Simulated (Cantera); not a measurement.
**Silicon carbide growth: SiHCl3 + CH4 + H2**

A closed system holds: 1 mol SiHCl3, 0.046 mol CH4, 1000 mol H2, held at 0.100 bar.

Method: chemical equilibrium by Gibbs-energy minimisation in Cantera with the NASA 1993 tables (ideal gas, pure condensed phases). Candidate condensed phases: C, C6H6, C7H8, C8H18, Si, SiC; 109 gas species. Mutual solubility and eutectic melting of coexisting phases are not modelled. Gases not in the tables: Si2H6 and higher silanes. Rates play no part.

```tsv
T (°C)	x H2	x H	x HCl	x Si	x SiH2	x SiH	x SiCl2	x SiCl	n Si(s)	n SiC(s)	n Si(l)
952	0.997	9.84e-7	0.00294	3.46e-11	1.94e-8	1.40e-10	2.12e-5	4.13e-10	0.932	0.0434	0
1052	0.997	5.16e-6	0.00294	9.43e-10	1.16e-7	2.16e-9	2.38e-5	3.46e-9	0.931	0.0438	0
1152	0.997	2.15e-5	0.00294	1.61e-8	5.40e-7	2.26e-8	2.62e-5	2.14e-8	0.929	0.0440	0
1252	0.997	7.47e-5	0.00294	1.89e-7	2.05e-6	1.73e-7	2.83e-5	1.04e-7	0.925	0.0442	0
1352	0.997	0.000223	0.00293	1.63e-6	6.59e-6	1.02e-6	3.02e-5	4.13e-7	0.915	0.0443	0
1452	0.996	0.000586	0.00293	1.02e-5	1.72e-5	4.58e-6	2.97e-5	1.30e-6	0	0.0442	0.892
1552	0.996	0.00139	0.00293	4.55e-5	3.54e-5	1.52e-5	2.58e-5	3.16e-6	0	0.0432	0.829
1652	0.994	0.00301	0.00293	0.000174	6.77e-5	4.47e-5	2.26e-5	7.00e-6	0	0.0387	0.633
```
x: gas mole fraction; n: condensed amount in mol.

From 952 °C to 1352 °C the condensed part is Si(s) + SiC(s). From 1452 °C to 1652 °C the condensed part is Si(l) + SiC(s). The main Si-bearing gas is SiCl2 at 952 °C and Si at 1652 °C. The share of Si in condensed phases is highest at 952 °C (97.6 %) and lowest at 1652 °C (67.2 %).
